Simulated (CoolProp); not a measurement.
Hydrogen sulfide along the isobar 5.53 MPa: Z from the reference equation and from simpler models built on Tc = 373.1 K, pc = 8.999 MPa, ω = 0.101; each cubic takes its own stable root.

Computed with CoolProp (reference Helmholtz-energy equation of state, Lemmon 2006). It is a short technical equation, of lower accuracy than the large ones.

```json
[
 {"T (K)": "284.8", "phase": "liquid", "reference": "0.09750"},
 {"T (K)": "328.3", "phase": "liquid", "reference": "0.09882"},
 {"T (K)": "371.8", "phase": "gas", "reference": "0.7426"},
 {"T (K)": "415.4", "phase": "gas", "reference": "0.8390"},
 {"T (K)": "458.9", "phase": "gas", "reference": "0.8910"},
 {"T (K)": "502.5", "phase": "gas", "reference": "0.9235"},
 {"T (K)": "546", "phase": "gas", "reference": "0.9453"},
 {"T (K)": "589.6", "phase": "gas", "reference": "0.9606"},
 {"T (K)": "633.1", "phase": "gas", "reference": "0.9718"}
]
```

Task: How far does each simpler model (Soave-Redlich-Kwong, Peng-Robinson) lie from the reference over these 9 states: mean and median of the absolute difference, and the worst?

Result: 
- Soave-Redlich-Kwong: mean 1.6 %, median 0.2 %, worst +8.7 % at 328.3 K and 5.53 MPa
- Peng-Robinson: mean 2.6 %, median 2.1 %, worst -7.6 % at 284.8 K and 5.53 MPa
